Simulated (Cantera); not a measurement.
A closed system holds: 1 mol V, 0.091 mol O2, 0.63 mol N2, 0.045 mol H2O, at 1725 °C and 0.00310 bar.

Cantera equilibrium calculation (NASA polynomials, part measured and part estimated; ideal gas, pure solids and liquids). Candidate condensed phases: H2O, V, VN, VO, V2O3, V2O4, V2O5; 28 gas species. Mutual solubility and eutectic melting of coexisting phases are not modelled. VN, VO: taken at fixed stoichiometry. Condensed phases not in the tables: solid solutions among these carbides, nitrides and lower oxides, V2N. Kinetics and transport are ignored.

Base state: N2 0.838, H2 0.149, H 0.0111, V 0.000621, VO 0.000609, H2O 5.80e-5, VO2 5.52e-5 (mole fractions); condensed: VN(s) + VO(s).

Task: What changes in the equilibrium state with this change: N2 from 0.63 to 37 mol?

Result: 
```csv
species,before,after
N2,0.838,0.997
H,0.0111,0.000823
H2,0.149,0.000814
VO,0.000609,0.000609
H2O,5.80e-5,3.45e-7
VO2,5.52e-5,6.02e-5
V,0.000621,0.000570
"VN(s), mol",0.773,0.754
"VO(s), mol",0.227,0.200
```
